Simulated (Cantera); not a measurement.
Mixture: CH₄ : O₂ : N₂ : H₂ = 1 : 1.43 : 5.37 : 0.13 (molar parts), equivalence ratio 1.4, at 9750 Torr, adiabatic and at constant volume. Ignition delay is the time to a rise of 400 K.

Detailed kinetics in Cantera: GRI-Mech 3.0 (53 species, 325 reactions). The pressure lies above the range GRI-Mech 3.0 was tuned for (to about 10 atm).

Problem. Predict: delay at 1175 K; delay at 1325 K; delay at 1475 K; delay at 1625 K; delay at 1775 K; apparent activation energy between 1625 and 1775 K.

Solution. 
- delay at 1175 K = 1.17 ms
- delay at 1325 K = 0.348 ms
- delay at 1475 K = 0.106 ms
- delay at 1625 K = 33.5 µs
- delay at 1775 K = 11.6 µs
- apparent activation energy between 1625 and 1775 K = 170 kJ/mol
